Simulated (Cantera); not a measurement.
Feed: 1 mol SO₂, 0.24 mol O₂, 0.55 mol N₂, held at 1377 °C and 1800000 Pa.

These are equilibrium values from Cantera (NASA tables, ideal gas, pure condensed phases), not measurements of a reactor. Candidate condensed phases: S; 17 gas species. Equilibrium is a limit: real reactors are often held back by kinetics, nucleation or transport.

Base state: SO₂ 0.548, N₂ 0.309, O₂ 0.127, SO₃ 0.0154, NO 0.00116, NO₂ 1.36e-5 (mole fractions); condensed: gas only.

### Question
What changes in the equilibrium state with this change: pressure from 1800000 Pa to 2.00e7 Pa?

### Answer
```json
[
 {"species": "SO₂", "before": "0.548", "after": "0.525"},
 {"species": "N₂", "before": "0.309", "after": "0.314"},
 {"species": "O₂", "before": "0.127", "after": "0.113"},
 {"species": "SO₃", "before": "0.0154", "after": "0.0467"},
 {"species": "NO₂", "before": "1.36e-5", "after": "4.08e-5"},
 {"species": "NO", "before": "0.00116", "after": "0.00111"}
]
```
The ideal-gas law is rough above about 30 bar.
